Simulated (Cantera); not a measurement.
Mixture: CH₄ : O₂ : N₂ = 1 : 2.63 : 9.89 (molar parts), equivalence ratio 0.76, at 0.480 bar, adiabatic and at constant pressure. Ignition delay is the time to a rise of 400 K.

Cantera simulation using GRI-Mech 3.0 (53 species, 325 reactions); the numbers are that mechanism's predictions, not measurements.

**Question.** What does this change do: 0.6 parts H2 added?

**Answer.** 
```tsv
quantity	before	after
delay at 1100 K	0.348 s	7.82 ms
delay at 1300 K	17.8 ms	1.32 ms
delay at 1500 K	1.89 ms	0.365 ms
delay at 1700 K	0.398 ms	0.139 ms
delay at 1900 K	0.126 ms	62.3 µs
apparent activation energy between 1800 and 2000 K	150 kJ/mol	110 kJ/mol
```

**Question.** What does this change do: O2 2.63 to 3.5 parts?

**Answer.** 
| quantity | before | after |
|---|---|---|
| delay at 1100 K | 0.348 s | 0.233 s |
| delay at 1300 K | 17.8 ms | 12.2 ms |
| delay at 1500 K | 1.89 ms | 1.43 ms |
| delay at 1700 K | 0.398 ms | 0.329 ms |
| delay at 1900 K | 0.126 ms | 0.109 ms |
| apparent activation energy between 1800 and 2000 K | 150 kJ/mol | 150 kJ/mol |

**Question.** What does this change do: pressure from 0.480 bar to 6.20 bar?

**Answer.** 
| quantity | before | after |
|---|---|---|
| delay at 1100 K | 0.348 s | 26.7 ms |
| delay at 1300 K | 17.8 ms | 2.07 ms |
| delay at 1500 K | 1.89 ms | 0.252 ms |
| delay at 1700 K | 0.398 ms | 45.7 µs |
| delay at 1900 K | 0.126 ms | 12.3 µs |
| apparent activation energy between 1800 and 2000 K | 150 kJ/mol | 170 kJ/mol |
